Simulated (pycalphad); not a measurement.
Computed with pycalphad from the COST 507 light-alloy database (1999), at 1 atm. The data set is of 1999 and partly superseded. Kinetics are ignored, which matters at the lower temperatures.

**Question.** How does the equilibrium phase assembly of Al-42.9N (at.%) change on cooling from 2900 K to 500 K?

**Answer.** 
```tsv
T (K)	phases above	phases below
2726.5	GAS	GAS + LIQUID
2707.8	GAS + LIQUID	ALN + LIQUID
933.3	ALN + LIQUID	ALN + FCC_A1
```
Changes were sought between steps of 100 K, so a narrower field can be missed. At the top of the range, 2900 K, the alloy is not yet fully liquid: it holds GAS.

Database names, with the compositions (at.%) that they take in these runs: ALN: Al 50 N 50. FCC_A1 is fcc.
